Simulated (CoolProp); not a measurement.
Model: reference Helmholtz-energy equation of state, Colonna 2008, in CoolProp. It is a short technical equation, of lower accuracy than the large ones.

Q: Give the vapour pressure (MPa), liquid density (kg/m³), vapour density (kg/m³), enthalpy of vaporisation (kJ/kg) of saturated dodecamethylcyclohexasiloxane (D6) at 99.05 °C.

A: 
| T (°C) | p (MPa) | liquid density (kg/m³) | vapour density (kg/m³) | enthalpy of vaporisation (kJ/kg) |
|---|---|---|---|---|
| 99.05 | 0.000662 | 886 | 0.0954 | 138 |
